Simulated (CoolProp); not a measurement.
Dry air at 626.63 K and 0.202 MPa is compressed adiabatically to 1.38 MPa with isentropic efficiency 0.75. Each further row changes one setting.

Model: reference Helmholtz-energy equation of state, Lemmon 2000, in CoolProp. It is a pseudo-pure fit of the blend.

| case | work (kJ/kg) | final temperature (K) | final density (kg/m³) |
|---|---|---|---|
| as stated | 602 | ___ | ___ |
| efficiency 1 | 451 | 1034.5 | 4.63 |
| efficiency 0.65 | ___ | ___ | ___ |

Task: What belongs in the gaps?

Result: 
- as stated, final temperature (K): 1164.3
- as stated, final density (kg/m³): 4.11
- efficiency 0.65, work (kJ/kg): 694
- efficiency 0.65, final temperature (K): 1243.0
- efficiency 0.65, final density (kg/m³): 3.85
